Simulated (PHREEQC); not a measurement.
1 kg of water meets 20 L of dry gas (CO2 0.68, N2 0.32 by moles) at fixed total pressure, at 100 °C; fugacities by Peng-Robinson. The gases take part in no redox reaction, some water evaporates into the gas, and hydrates or a liquid gas phase aren't modelled. Nothing may precipitate in this run.

The numbers come from PHREEQC with the ion-association model, phreeqc.dat.

```tsv
P (atm)	dissolved CO2 (all carbonate carbon) (mol/kgw)	φ of CO2	p of CO2 (atm)	dissolved N2 (mol/kgw)	φ of N2	p of N2 (atm)	pH
2	0.00711	0.996	0.676	0.000147	1.006	0.320	4.29
5	0.0280	0.987	2.70	0.000590	1.006	1.28	3.99
10	0.0621	0.974	6.06	0.00132	1.009	2.89	3.82
20	0.127	0.949	12.8	0.00279	1.015	6.10	3.66
30	0.189	0.925	19.5	0.00424	1.022	9.31	3.58
40	0.247	0.902	26.3	0.00568	___	12.5	3.52
50	0.302	0.879	33.0	0.00713	___	15.7	3.47
75	0.423	0.827	49.9	0.0107	___	23.7	3.40
100	0.524	0.779	66.7	0.0143	1.084	31.7	3.35
150	0.678	0.697	100	0.0215	1.140	47.6	___
200	0.785	0.634	134	0.0288	1.198	63.5	3.25
300	0.922	___	201	0.0428	1.307	95.1	3.20
400	1.01	0.507	268	0.0558	1.406	127	3.16
```

Q: Fill in the missing entries.

A: 
- 40, φ of N2: 1.029
- 50, φ of N2: 1.037
- 75, φ of N2: 1.059
- 150, pH: 3.29
- 300, φ of CO2: 0.552

Species that the database lacks are ignored. Away from 25 °C the constants follow the database's enthalpies or fits; those with neither stay at their 25 °C values.
